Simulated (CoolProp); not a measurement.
Decamethylcyclopentasiloxane (D5) at several states: Z from the reference equation and from simpler models built on Tc = 618.3 K, pc = 10.78 bar, ω = 0.631; each cubic takes its own stable root.

Model: reference Helmholtz-energy equation of state, Thol 2019, in CoolProp.

```json
[
 {"T (K)": "258.7", "p (bar)": "1.88", "phase": "liquid", "reference": "0.03252"},
 {"T (K)": "277.2", "p (bar)": "0.13", "phase": "liquid", "reference": "0.002142"},
 {"T (K)": "236.3", "p (bar)": "0.552", "phase": "liquid", "reference": "0.01020"},
 {"T (K)": "410", "p (bar)": "0.256", "phase": "liquid", "reference": "0.003343"},
 {"T (K)": "251.6", "p (bar)": "14.7", "phase": "liquid", "reference": "0.2591"},
 {"T (K)": "357.7", "p (bar)": "3.61", "phase": "liquid", "reference": "0.05052"}
]
```

How far does each simpler model (van der Waals, Redlich-Kwong, Soave-Redlich-Kwong, Peng-Robinson) lie from the reference over these 6 states: mean and median of the absolute difference, and the worst?


- van der Waals: mean 12523.4 %, median 87.9 %, worst +45539.6 % at 277.2 K and 0.13 bar
- Redlich-Kwong: mean 4861.4 %, median 25.7 %, worst +29041.5 % at 410 K and 0.256 bar
- Soave-Redlich-Kwong: mean 18.9 %, median 20.0 %, worst +22.2 % at 236.3 K and 0.552 bar
- Peng-Robinson: mean 6.0 %, median 7.2 %, worst +9.2 % at 236.3 K and 0.552 bar

At some of these states van der Waals, Redlich-Kwong gives the other phase, because its saturation line lies elsewhere.
